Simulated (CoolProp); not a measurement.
Normal hydrogen at 260.54 K and 2.47 MPa flows at 0.23 m/s in a round tube of 4.6 mm bore and 45 µm roughness, fully developed (64/Re and Nu = 3.66 if laminar; Colebrook and Gnielinski if turbulent). Each further row changes one setting.

The numbers come from the reference Helmholtz-energy equation of state, Leachman 2009 in CoolProp.

| case | Reynolds number | Darcy friction factor | pressure drop (Pa/m) | heat-transfer coefficient (W/(m² K)) | mass flow (kg/h) |
|---|---|---|---|---|---|
| as stated | 294 | 0.217 | 2.83 | 135 | 0.0311 |
| velocity 0.46 m/s | 589 | 0.109 | 5.66 | 135 | 0.0623 |
| diameter 9.2 mm | 589 | 0.109 | 0.707 | 67.7 | 0.125 |

Viscosity comes from a separate model (Muzny 2013). Thermal conductivity comes from a separate model (Assael 2011).
